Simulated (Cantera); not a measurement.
What does this Cantera script print?

```python
import numpy as np
import cantera as ct

gas = ct.Solution("gri30.yaml", transport_model="mixture-averaged")
show = ['CH4', 'C2H2', 'NH3']

rows = []
print(f"{'T/K':>7s}{'rho':>11s}{'cp':>10s}{'mu':>11s}{'lambda':>11s}{'Pr':>7s}" + "".join(f"{'D_' + s:>11s}" for s in show))
for T in [400, 550, 700, 850, 1000, 1150, 1300]:
    gas.TPX = T, 101325, {'N2': 0.9, 'N2O': 0.88}
    Pr = gas.cp_mass * gas.viscosity / gas.thermal_conductivity
    D = [gas.mix_diff_coeffs_mole[gas.species_index(s)] for s in show]
    rows.append([gas.density, gas.cp_mass, gas.viscosity, gas.thermal_conductivity, Pr, *D])
    print(f"{T:7g}{gas.density:11.4e}{gas.cp_mass:10.1f}{gas.viscosity:11.4e}"
          f"{gas.thermal_conductivity:11.4e}{Pr:7.3f}" + "".join(f"{d:11.4e}" for d in D))
print("SI units: kg/m3, J/kg/K, Pa s, W/m/K, m2/s")
```

Result:

```
    T/K        rho        cp         mu     lambda     Pr      D_CH4     D_C2H2      D_NH3
    400 1.0945e+00    1000.4 2.0749e-05 2.8933e-02  0.717 3.2732e-05 2.4079e-05 3.2514e-05
    550 7.9598e-01    1070.2 2.6623e-05 3.9492e-02  0.721 5.7423e-05 4.2685e-05 5.9272e-05
    700 6.2541e-01    1128.6 3.1802e-05 4.9558e-02  0.724 8.7107e-05 6.5147e-05 9.2108e-05
    850 5.1504e-01    1180.0 3.6501e-05 5.9137e-02  0.728 1.2132e-04 9.1087e-05 1.3035e-04
   1000 4.3779e-01    1221.1 4.0847e-05 6.8267e-02  0.731 1.5973e-04 1.2024e-04 1.7352e-04
   1150 3.8068e-01    1249.7 4.4919e-05 7.6986e-02  0.729 2.0208e-04 1.5239e-04 2.2126e-04
   1300 3.3676e-01    1274.5 4.8772e-05 8.5332e-02  0.728 2.4819e-04 1.8740e-04 2.7330e-04
SI units: kg/m3, J/kg/K, Pa s, W/m/K, m2/s
```

Model: GRI-Mech 3.0 (53 species, 325 reactions), integrated in Cantera. The composition is frozen, though it would react at the higher temperatures.
